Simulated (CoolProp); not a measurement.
Aqueous ethanol as a coolant, at 18 °C, 1 atm.

Values from CoolProp's Melinder's fits for secondary coolants.

| mass % | freezing point (°C) | density (kg/m³) | Prandtl number | viscosity (mPa s) | conductivity (W/(m K)) |
|---|---|---|---|---|---|
| 2.1 | -0.9 | ? | 8.33 | 1.15 | 0.580 |
| 6.7 | -2.8 | 986.9 | 11.0 | 1.41 | 0.548 |
| 11.4 | -5.1 | 980.6 | 14.4 | ? | 0.517 |
| 16.1 | ? | 974.7 | 18.3 | 2.06 | 0.488 |
| 20.7 | -11.7 | 968.9 | 22.3 | 2.38 | 0.460 |
| 25.4 | -15.8 | 962.3 | 26.2 | 2.66 | 0.434 |
| 30.1 | -20.2 | 955.1 | 29.7 | 2.88 | 0.409 |
| 34.7 | -24.6 | 947.0 | 32.4 | ? | 0.386 |
| 39.4 | ? | 938.0 | ? | ? | 0.363 |
| 44 | -33.0 | 928.4 | 35.9 | 3.12 | 0.342 |

Problem. Complete the blanks.

Solution. 
- 2.1, density (kg/m³): 994.4
- 11.4, viscosity (mPa s): 1.72
- 16.1, freezing point (°C): -8.2
- 34.7, viscosity (mPa s): 3.03
- 39.4, freezing point (°C): -29.0
- 39.4, Prandtl number: 34.5
- 39.4, viscosity (mPa s): 3.10
